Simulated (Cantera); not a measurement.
An adiabatic, constant-pressure homogeneous reactor starts with 9.20 % CH₄, 18.4 % O₂, 69.2 % N₂, 3.22 % CO₂, at 1425 K and 19.0 bar.

Computed with Cantera and GRI-Mech 3.0 (53 species, 325 reactions). The pressure lies above the range GRI-Mech 3.0 was tuned for (to about 10 atm).

One state of this run: T (K) = 1446; x CH₄ = 0.0876; x O₂ = 0.181; x CO₂ = 0.0322; x HCN = <1e-12; x HCO = 6.51e-8; x C₂H₄ = 0.000154. x: mole fraction; the columns are a selection and need not sum to one.

Q: Which value of t (s) does it belong to?
A) 0.0829
B) 0.000153
C) 0.182
D) 0.00357

A: B, 0.000153
